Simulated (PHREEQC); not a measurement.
Consider water at 25 °C with 0.099 mol/kgw HF, 0.0004 mol/kgw NH4HF2 and 0.00014 mol/kgw (NH4)2SiF6. Closed to the air; pH follows from the charge balance.

The numbers come from PHREEQC with the ion-association model, wateq4f.dat.

No solid was allowed to form.

Order these F species by the share of F that they hold, largest first: F-, SiF6-2, HF, HF2-, H2F2.

HF (66 %), H2F2 (23 %), F- (6.6 %), HF2- (3.4 %), SiF6-2 (0.83 %)

The pH is 2.13 and the ionic strength 0.00882 mol/kgw. Complexes and solids missing from the database can't appear. wateq4f.dat counts part of the HF as a dimer, H2F2, which phreeqc.dat doesn't know; its constant is uncertain. SiF6-2 is the database's only silicon fluoride.
